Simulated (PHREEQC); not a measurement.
Make-up at 25 °C: 0.1 mol HCl, 0.00032 mol LiCl and 0.00013 mol MnSO4 per kg of water. Closed to the air; pH follows from the charge balance.

All values are PHREEQC results (ion-association model, phreeqc.dat), not measurements.

Each row changes one thing in this solution. Precipitation was switched off in this run.

| case | pH | Mn+2 (mol/kgw) | HSO4- (mol/kgw) | SO4-2 (mol/kgw) | MnCl+ (mol/kgw) | MnCl2 (mol/kgw) | SI of Pyrochroite (Mn(OH)2) |
|---|---|---|---|---|---|---|---|
| as made | 1.08 | 0.000112 | 0.000103 | 2.70e-5 | 1.79e-5 | 4.58e-7 | -17.39 |
| MnSO4 from 0.00013 to 1.3e-05 mol/kgw | 1.08 | 1.12e-5 | 1.03e-5 | 2.69e-6 | 1.79e-6 | 4.59e-8 | -18.39 |
| MnSO4 from 0.00013 to 2.6e-05 mol/kgw | 1.08 | 2.23e-5 | 2.06e-5 | 5.39e-6 | 3.57e-6 | 9.17e-8 | -18.08 |
| HCl from 0.1 to 1 mol/kgw | 0.13 | 6.71e-5 | 0.000121 | 8.62e-6 | 5.34e-5 | 7.22e-6 | -19.83 |
| LiCl replaced by CdCl2 at the same molality | 1.08 | 0.000112 | 0.000103 | 2.70e-5 | 1.78e-5 | 4.58e-7 | -17.39 |
| MnSO4 from 0.00013 to 6.5e-05 mol/kgw | 1.08 | 5.58e-5 | 5.15e-5 | 1.35e-5 | 8.93e-6 | 2.29e-7 | -17.69 |

The ionic strength passes 0.7 mol/kgw, the rough limit of the ion-association models, in HCl from 0.1 to 1 mol/kgw.
